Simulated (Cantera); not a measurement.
What does this Cantera script print?

```python
import numpy as np
import cantera as ct

gas_names = """
    F FO FO2 F2 F2O H HF HOF HO2 H2 H2F2 H2O H2O2 H3F3 H4F4 H5F5 H6F6 H7F7 O OH O2 O3
""".split()
cond_names = """
    H2O(s) H2O(L)
""".split()


def load(file, names, dense=False):
    # The tables refer to 1 bar. Condensed volumes are neglected.
    table = {s.name: s for s in ct.Species.list_from_file(file)}
    out = []
    for n in names:
        d = dict(table[n].input_data)
        d["thermo"] = dict(d["thermo"], **{"reference-pressure": 1e5})
        if dense:
            d["equation-of-state"] = {"model": "constant-volume", "density": "1e6 g/cm^3"}
        out.append(ct.Species.from_dict(d))
    return out


gas = ct.Solution(thermo="ideal-gas", species=load("nasa_gas.yaml", gas_names))
cond = {s.name: ct.Solution(thermo="fixed-stoichiometry", species=[s], name=s.name)
        for s in load("nasa_condensed.yaml", cond_names, dense=True)}
atoms = {
    'HF': {'H': 1, 'F': 1},
    'H2O': {'H': 2, 'O': 1},
    'O2': {'O': 2},
}
top_T = {}  # K; cautious upper limits of use, not melting points


def equilibrate(T, P, feed):
    n = {}
    for name, mol in feed.items():
        for a, k in atoms[name].items():
            n[a] = n.get(a, 0.0) + k * mol
    gas.TPX = T, P, n
    mass = sum(n.values()) * gas.mean_molecular_weight
    gas.equilibrate("TP")
    valid = [c for c in cond.values() if c.min_temp <= T <= top_T.get(c.name, c.max_temp)]
    mix = ct.Mixture([(gas, mass / gas.mean_molecular_weight)] + [(c, 0.0) for c in valid])
    mix.T, mix.P = T, P
    mix.equilibrate("TP", solver="vcs", rtol=1e-11, max_steps=5000)
    return mix


results = []
feed = {'HF': 1, 'H2O': 0.7, 'O2': 0.037}  # mol
P = 13000  # Pa
for T in [1573, 1623, 1673, 1723, 1773, 1823, 1873, 1923, 1973, 2023, 2073, 2123]:
    mix = equilibrate(T, P, feed)
    results.append((T, P, feed, dict(zip(mix.species_names, mix.species_moles))))
    x = sorted(zip(gas.X, gas.species_names), reverse=True)
    print(f"T = {T:g} K  P = {P:g} Pa  gas = {mix.phase_moles(0):.4g} mol")
    print("   x: " + "  ".join(f"{s} {v:.3e}" for v, s in x if v > 0.0001))
    print("   condensed (mol): " + ("  ".join(f"{mix.phase(i).name} {mix.phase_moles(i):.4g}"
          for i in range(1, mix.n_phases) if mix.phase_moles(i) > 1e-12) or "none"))
```

It prints:

```
T = 1573 K  P = 13000 Pa  gas = 1.737 mol
   x: HF 5.757e-01  H2O 4.028e-01  O2 2.125e-02  OH 2.703e-04
   condensed (mol): none
T = 1623 K  P = 13000 Pa  gas = 1.737 mol
   x: HF 5.756e-01  H2O 4.027e-01  O2 2.123e-02  OH 3.966e-04
   condensed (mol): none
T = 1673 K  P = 13000 Pa  gas = 1.737 mol
   x: HF 5.756e-01  H2O 4.025e-01  O2 2.121e-02  OH 5.686e-04  H2 1.157e-04
   condensed (mol): none
T = 1723 K  P = 13000 Pa  gas = 1.738 mol
   x: HF 5.755e-01  H2O 4.023e-01  O2 2.118e-02  OH 7.983e-04  H2 1.952e-04
   condensed (mol): none
T = 1773 K  P = 13000 Pa  gas = 1.738 mol
   x: HF 5.754e-01  H2O 4.019e-01  O2 2.116e-02  OH 1.099e-03  H2 3.198e-04
   condensed (mol): none
T = 1823 K  P = 13000 Pa  gas = 1.738 mol
   x: HF 5.753e-01  H2O 4.015e-01  O2 2.114e-02  OH 1.487e-03  H2 5.096e-04
   condensed (mol): none
T = 1873 K  P = 13000 Pa  gas = 1.739 mol
   x: HF 5.751e-01  H2O 4.008e-01  O2 2.114e-02  OH 1.979e-03  H2 7.918e-04
   condensed (mol): none
T = 1923 K  P = 13000 Pa  gas = 1.739 mol
   x: HF 5.749e-01  H2O 3.999e-01  O2 2.117e-02  OH 2.595e-03  H2 1.201e-03  O 1.460e-04
   condensed (mol): none
T = 1973 K  P = 13000 Pa  gas = 1.74 mol
   x: HF 5.746e-01  H2O 3.987e-01  O2 2.123e-02  OH 3.357e-03  H2 1.780e-03  O 2.192e-04  H 1.579e-04
   condensed (mol): none
T = 2023 K  P = 13000 Pa  gas = 1.742 mol
   x: HF 5.741e-01  H2O 3.970e-01  O2 2.136e-02  OH 4.287e-03  H2 2.581e-03  O 3.230e-04  H 2.676e-04
   condensed (mol): none
T = 2073 K  P = 13000 Pa  gas = 1.744 mol
   x: HF 5.735e-01  H2O 3.949e-01  O2 2.157e-02  OH 5.412e-03  H2 3.664e-03  O 4.680e-04  H 4.416e-04
   condensed (mol): none
T = 2123 K  P = 13000 Pa  gas = 1.746 mol
   x: HF 5.727e-01  H2O 3.921e-01  O2 2.188e-02  OH 6.760e-03  H2 5.094e-03  H 7.102e-04  O 6.684e-04
   condensed (mol): none
```

These are equilibrium values from Cantera (NASA tables, ideal gas, pure condensed phases), not measurements of a reactor.
